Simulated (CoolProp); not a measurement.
Vapour-liquid equilibrium of benzene (1) + ethylbenzene (2) at 340.5 K; x and y are mole fractions of (1).

Values from CoolProp's multi-fluid Helmholtz-energy mixture model, Thol 2012 and Zhou 2012; pair parameters Bell 2016.

```
x      bubble pressure, mixture model (bar)  bubble pressure, Raoult's law (bar)  y, mixture model  y, Raoult's law
-----  ------------------------------------  -----------------------------------  ----------------  ---------------
0.05                                 0.1242                               0.1299             0.223            0.259
0.125                                0.1597                               0.1728             0.443            0.487
0.2                                  0.1969                               0.2157             0.588            0.624
0.275                                0.2358                               0.2586             0.689            0.716
0.35                                 0.2764                               0.3015             0.763            0.782
0.425                                0.3187                               0.3444             0.820            0.831
0.5                                  0.3626                               0.3872             0.864            0.869
0.575                                0.4078                               0.4301             0.899            0.900
0.65                                 0.4541                               0.4730             0.926            0.925
0.725                                0.5011                               0.5159             0.949            0.946
0.8                                  0.5485                               0.5588             0.967            0.964
0.875                                0.5958                               0.6017             0.981            0.979
0.95                                 0.6426                               0.6446             0.993            0.992
```

The largest gap from Raoult's law is -8.8 % in bubble pressure, at x = 0.275. No azeotrope shows between x = 0.05 and 0.95.

Pair parameters are fitted to limited data, so mixtures are less certain than the pure fluids.
